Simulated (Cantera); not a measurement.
Input (Python, Cantera):

```python
import numpy as np
import cantera as ct

gas = ct.Solution("SiF4_NH3_mec.yaml", "gas")
gas.TPX = 2100, 7700, {'NH3': 1, 'H2': 2.6}
reactor = ct.IdealGasConstPressureReactor(gas, energy="off", clone=False)
net = ct.ReactorNet([reactor])
net.rtol, net.atol = 1e-08, 1e-18
show = ['NH3', 'H2', 'N2', 'N2H2', 'N']
times = np.geomspace(2e-05, 6, 12)

steps = ct.SolutionArray(gas, extra=["t"])
rows = []
print(f"{'t/s':>10s}{'T/K':>9s}{'P/Pa':>11s}" + "".join(f"{s:>11s}" for s in show))
for t in times:
    while net.time < t:
        t_next = net.step()
        steps.append(gas.state, t=t_next)
    rows.append([np.interp(t, steps.t, y) for y in (steps.T, steps.P, *steps(*show).X.T)])
    print(f"{t:10.3e}{rows[-1][0]:9.1f}{rows[-1][1]:11.4g}" + "".join(f"{x:11.3e}" for x in rows[-1][2:]))
rate = np.gradient(steps.T, steps.t)
print("integrator steps:", len(steps.t))
if steps.T.max() > steps.T[0] + 200:
    print(f"time of steepest temperature rise: {steps.t[rate.argmax()]:.4e} s")
gas.TPX = 2100, 7700, {'NH3': 1, 'H2': 2.6}
gas.equilibrate("TP")
print(f"equilibrium (TP): T = {gas.T:.1f} K  " + "  ".join(f"{s} {gas[s].X[0]:.3e}" for s in show))
```

Output:

```
       t/s      T/K       P/Pa        NH3         H2         N2       N2H2          N
 2.000e-05   2100.0       7700  2.778e-01  7.222e-01  7.876e-12  1.289e-10  4.553e-12
 6.294e-05   2100.0       7700  2.777e-01  7.222e-01  1.315e-09  1.856e-09  2.203e-10
 1.981e-04   2100.0       7700  2.776e-01  7.221e-01  1.718e-07  2.521e-08  7.726e-09
 6.234e-04   2100.0       7700  2.772e-01  7.220e-01  1.504e-05  3.747e-07  2.156e-07
 1.962e-03   2100.0       7700  2.753e-01  7.226e-01  5.346e-04  2.274e-06  1.680e-06
 6.175e-03   2100.0       7700  2.678e-01  7.271e-01  3.452e-03  2.488e-06  1.931e-06
 1.943e-02   2100.0       7700  2.457e-01  7.405e-01  1.214e-02  2.240e-06  1.947e-06
 6.116e-02   2100.0       7700  1.890e-01  7.750e-01  3.437e-02  1.638e-06  1.990e-06
 1.925e-01   2100.0       7700  8.797e-02  8.363e-01  7.401e-02  6.823e-07  2.078e-06
 6.058e-01   2100.0       7700  7.746e-03  8.834e-01  1.054e-01  5.616e-08  2.634e-06
 1.906e+00   2100.0       7700  2.247e-05  8.813e-01  1.081e-01  1.060e-11  2.629e-07
 6.000e+00   2100.0       7700  3.988e-06  8.813e-01  1.081e-01  3.706e-13  4.680e-08
integrator steps: 1305
equilibrium (TP): T = 2100.0 K  NH3 3.586e-07  H2 8.813e-01  N2 1.081e-01  N2H2 3.988e-14  N 4.209e-09
```

Computed with Cantera and the gas-phase N/H chemistry of the illustrative SiF4/NH3 mechanism in the Surface Chemkin manual (1991). Walls and surfaces, which speed up NH3 decomposition in real reactors, are not modelled.
